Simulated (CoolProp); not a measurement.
Vapour-liquid equilibrium of R22 (1) + methanol (2) at 1.16 bar; x and y are mole fractions of (1).

Computed with CoolProp (multi-fluid Helmholtz-energy mixture model, Kamei 1995 and de Reuck 1993; pair parameters Bell 2016).

| x | bubble temperature, mixture model (°C) | bubble temperature, Raoult's law (°C) | y, mixture model | y, Raoult's law |
|---|---|---|---|---|
| 0.05 | 29.8 | 41.6 | 0.817 | 0.687 |
| 0.2 | -8.8 | 3.6 | 0.983 | 0.965 |
| 0.35 | -20.6 | -12.2 | 0.993 | 0.990 |
| 0.5 | -26.7 | -21.5 | 0.996 | 0.996 |
| 0.65 | -30.7 | -28.0 | 0.998 | 0.998 |
| 0.8 | -33.8 | -32.9 | 0.999 | 0.999 |
| 0.95 | -36.8 | -36.8 | 1.000 | 1.000 |

The largest gap from Raoult's law is -12.4 K in bubble temperature, at x = 0.2. No azeotrope shows between x = 0.05 and 0.95.

Pair parameters are fitted to limited data, so mixtures are less certain than the pure fluids.
